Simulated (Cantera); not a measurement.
Pyrogenic steam for wet oxidation

An isothermal, constant-pressure homogeneous reactor starts with H2 : O2 : N2 = 1.4 : 1 : 0.53 (molar parts), at 800 K and 100.0 Torr.

Detailed kinetics in Cantera: GRI-Mech 3.0 (53 species, 325 reactions). Radical loss at walls, strong at low pressure, is not modelled. Below about 950 K walls govern HO2 and H2O2 in real vessels. The temperature is held fixed by assumption; the heat of reaction is taken as removed at once.

```csv
t (s),x H2,x O2,x H,x HO2,x OH,x NO
7.00e-5,0.478,0.341,<1e-12,1.52e-12,<1e-12,<1e-12
0.000236,0.478,0.341,3.06e-12,7.67e-12,<1e-12,<1e-12
0.000798,0.478,0.341,8.50e-12,5.02e-11,<1e-12,<1e-12
0.00270,0.478,0.341,1.71e-11,3.38e-10,<1e-12,<1e-12
0.00911,0.478,0.341,2.35e-11,1.76e-9,<1e-12,<1e-12
0.0308,0.478,0.341,4.25e-11,8.76e-9,<1e-12,<1e-12
0.104,0.478,0.341,2.75e-10,9.37e-8,4.32e-12,<1e-12
0.351,0.395,0.305,4.02e-9,9.74e-6,1.19e-10,1.71e-11
1.18,0.395,0.305,3.06e-9,4.23e-6,9.88e-11,2.74e-11
4.00,0.394,0.305,4.90e-9,5.44e-6,1.68e-10,3.40e-11
```
x: mole fraction; the columns are a selection and need not sum to one.

Equilibrium at this temperature and pressure: H2 <1e-12, O2 0.135, H <1e-12, HO2 1.85e-11, OH 3.25e-9, NO 8.86e-7 (gas phase only).
